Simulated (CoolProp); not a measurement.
A single-stage vapour-compression cycle with fluoroethane (R161): evaporating at 231.15 K (dew point), condensing at 273.15 K (bubble point), superheat 0 K, subcooling 0 K, compressor efficiency 0.6, no pressure losses. Each further row changes one setting.

Computed with CoolProp (reference Helmholtz-energy equation of state, Wu 2012).

| case | cooling COP | pressure ratio | discharge temperature (K) | refrigerating effect (kJ/kg) | volumetric capacity (kJ/m³) |
|---|---|---|---|---|---|
| as stated | 2.82 | 5.31 | 337.4 | 344 | 729 |
| evaporating temperature 236.15 K | 3.33 | 4.20 | 328.2 | 349 | 919 |
| condensing temperature 268.15 K | 3.27 | 4.49 | 326.7 | 355 | 751 |
| subcooling 5 K | 2.91 | 5.31 | 337.4 | 355 | 751 |
| superheat 10 K | 2.78 | 5.31 | 348.7 | 355 | 718 |
| compressor efficiency 0.5 | 2.35 | 5.31 | 354.3 | 344 | 729 |
